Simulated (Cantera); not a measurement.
Feed: 1 mol Si, 0.014 mol H2O, 280 mol N2, equilibrated at 1 atm.

Cantera equilibrium calculation (NASA polynomials, part measured and part estimated; ideal gas, pure solids and liquids). Candidate condensed phases: H2O, Si, SiO2, Si2N2O, Si3N4; 35 gas species. N2 is the only nitrogen source here; it is nearly inert below about 1500 K, so the nitride shown seldom forms there in practice. Mutual solubility and eutectic melting of coexisting phases are not modelled. The numbers say what is thermodynamically allowed, not how fast it happens.

Task: Which condensed phases are stable at each of these points (T (K)): 1173, 1248, 1323, 1398, 1473, 1548, 1623, 1698, 1773, 1848?

Result: 
```json
[
 {"T (K)": "1173", "condensed phases": "Si2N2O(s) + Si3N4(s)", "Si condensed (%)": "100.0"},
 {"T (K)": "1248", "condensed phases": "Si2N2O(s) + Si3N4(s)", "Si condensed (%)": "100.0"},
 {"T (K)": "1323", "condensed phases": "Si2N2O(s) + Si3N4(s)", "Si condensed (%)": "100.0"},
 {"T (K)": "1398", "condensed phases": "Si2N2O(s) + Si3N4(s)", "Si condensed (%)": "100.0"},
 {"T (K)": "1473", "condensed phases": "Si2N2O(s) + Si3N4(s)", "Si condensed (%)": "100.0"},
 {"T (K)": "1548", "condensed phases": "Si2N2O(s) + Si3N4(s)", "Si condensed (%)": "100.0"},
 {"T (K)": "1623", "condensed phases": "Si2N2O(s) + Si3N4(s)", "Si condensed (%)": "100.0"},
 {"T (K)": "1698", "condensed phases": "Si2N2O(s) + Si3N4(s)", "Si condensed (%)": "99.8"},
 {"T (K)": "1773", "condensed phases": "Si2N2O(s) + Si3N4(s)", "Si condensed (%)": "99.0"},
 {"T (K)": "1848", "condensed phases": "Si3N4(s)", "Si condensed (%)": "98.6"}
]
```

From 1173 K to 1773 K the condensed part is Si2N2O(s) + Si3N4(s). At 1848 K the condensed part is Si3N4(s).
